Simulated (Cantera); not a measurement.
What does this Cantera script print?

```python
import numpy as np
import cantera as ct

gas_names = """
    H HNO HNO2 HNO3 HO2 H2 H2O H2O2 N NH NH2 NH3 NH2OH NO NO2 NO3 N2 N2H2 N2H4 N2O O OH O2 O3 V VN VO
    VO2
""".split()
cond_names = """
    H2O(s) H2O(L) V(cr) V(L) VN(s) VO(s) VO(L) V2O3(s) V2O3(L) V2O4(I) V2O4(II) V2O4(L) V2O5(s) V2O5(L)
""".split()


# ... load() reads the species with a 1 bar reference pressure and builds the phases ...
atoms = {
    'V2O5': {'V': 2, 'O': 5},
    'H2': {'H': 2},
    'N2': {'N': 2},
}
top_T = {'VN(s)': 2300}  # K; cautious upper limits of use, not melting points


# ... equilibrate(T, P, feed) seeds the gas with the atoms and calls Mixture.equilibrate('TP', solver="vcs", rtol=1e-11, max_steps=5000) ...
results = []
feed = {'V2O5': 1, 'H2': 87, 'N2': 38}  # mol
T = 2150  # K
P = 10000  # Pa
mix = equilibrate(T, P, feed)
results.append((T, P, feed, dict(zip(mix.species_names, mix.species_moles))))
x = sorted(zip(gas.X, gas.species_names), reverse=True)
print(f"T = {T:g} K  P = {P:g} Pa  gas = {mix.phase_moles(0):.4g} mol")
print("   x: " + "  ".join(f"{s} {v:.3e}" for v, s in x if v > 0.0001))
print("   condensed (mol): " + ("  ".join(f"{mix.phase(i).name} {mix.phase_moles(i):.4g}"
      for i in range(1, mix.n_phases) if mix.phase_moles(i) > 1e-12) or "none"))
```

Result:

```
T = 2150 K  P = 10000 Pa  gas = 125.8 mol
   x: H2 6.631e-01  N2 3.021e-01  H2O 2.305e-02  H 1.086e-02  VO2 7.547e-04  VO 1.463e-04
   condensed (mol): VO(L) 1.886
```

Equilibrium computed with Cantera from the NASA thermochemical tables; the gas is ideal and each condensed phase is pure. VO: taken at fixed stoichiometry.
